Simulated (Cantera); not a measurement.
A freely propagating, adiabatic, planar premixed flame of H2 : O2 : N2 = 1 : 0.385 : 1.88 (molar parts), equivalence ratio 1.3, unburnt at 475 K and 2.76 atm; mixture-averaged transport, grid criteria slope 0.08 and curve 0.16, no radiation.

Computed with Cantera and the H2/O2 subset of GRI-Mech 3.0, which has no nitrogen chemistry. The hydrogen kinetics of GRI-Mech 3.0 are dated; newer H2 mechanisms differ, most at raised pressure. Burning velocities carry a grid error of a few per cent, more on coarse grids.

x: mole fraction of selected species; z is measured from the peak of heat release.

```csv
z (mm),T (K),u (m/s),x H2,x O2,x H2O,x H,x HO2,x OH
-0.338,475,4.48,0.306,0.118,<1e-8,<1e-8,<1e-8,<1e-8
-0.225,475,4.48,0.306,0.118,<1e-8,<1e-8,<1e-8,<1e-8
-0.169,475,4.48,0.306,0.118,7.03e-8,<1e-8,<1e-8,<1e-8
-0.113,475,4.48,0.306,0.118,3.51e-6,<1e-8,7.01e-7,<1e-8
-0.0563,507,4.71,0.295,0.119,0.00114,1.90e-5,0.000266,2.31e-5
-0.0282,?,6.93,?,0.113,?,?,?,?
0,1197,10.5,0.186,0.0845,0.0900,0.0174,0.000206,0.00203
0.0282,1511,13.1,0.117,0.0414,0.171,0.0354,8.70e-5,0.00492
0.0563,1678,14.4,0.0846,0.0175,0.214,0.0414,3.45e-5,0.00718
0.113,1831,15.6,0.0728,?,0.237,?,?,0.00863
0.225,1964,16.7,0.0731,0.00337,0.246,0.0263,5.80e-6,0.00824
0.451,2073,17.4,0.0739,0.00176,0.254,0.0173,2.94e-6,0.00673
0.901,2150,18.0,0.0744,0.000771,0.260,0.0106,1.29e-6,0.00479
```

Q: What belongs in the gaps?

A: 
- -0.0282, T (K): 768
- -0.0282, x H2: 0.257
- -0.0282, x H2O: 0.0234
- -0.0282, x H: 0.00249
- -0.0282, x HO2: 0.000507
- -0.0282, x OH: 0.000889
- 0.113, x O2: 0.00627
- 0.113, x H: 0.0366
- 0.113, x HO2: 1.15e-5
